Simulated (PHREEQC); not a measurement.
Consider water at 25 °C with 0.073 mol/kgw Na2B4O7. Closed to the air; pH follows from the charge balance.

The numbers come from PHREEQC with the Pitzer model, pitzer.dat.

```json
{
 "pH": "9.22",
 "ionic_strength": "0.163 mol/kgw",
 "osmotic_coefficient": "0.875",
 "total_alkalinity": "146 meq/kg"
}
```

| species | molality | activity | log γ |
|---|---|---|---|
| Na+ | 0.146 | 0.0987 | -0.170 |
| B(OH)4- | 0.0886 | 0.0602 | -0.168 |
| B(OH)3 | 0.0658 | 0.0634 | -0.016 |
| B3O3(OH)4- | 0.0228 | 0.0126 | -0.257 |
| B4O5(OH)4-2 | 0.0173 | 0.00330 | -0.718 |
| OH- | 2.30e-5 | 1.67e-5 | -0.139 |

No solid was allowed to form. Species that the database lacks are ignored.
